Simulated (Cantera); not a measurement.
Charge: 1 mol Hg, 0.099 mol O₂, 23 mol H₂, held at 67.0 mbar.

These are equilibrium values from Cantera (NASA tables, ideal gas, pure condensed phases), not measurements of a reactor. Candidate condensed phases: H₂O, Hg, HgO; 10 gas species. Kinetics and transport are ignored. All values below are at 925 °C.

Base state: H₂ 0.950, Hg 0.0417, H₂O 0.00825 (mole fractions); condensed: gas only.

**Question.** What changes in the equilibrium state with this change: Hg replaced by HgO?

**Answer.** 
```csv
species,before,after
H₂,0.950,0.908
H₂O,0.00825,0.0499
Hg,0.0417,0.0417
```
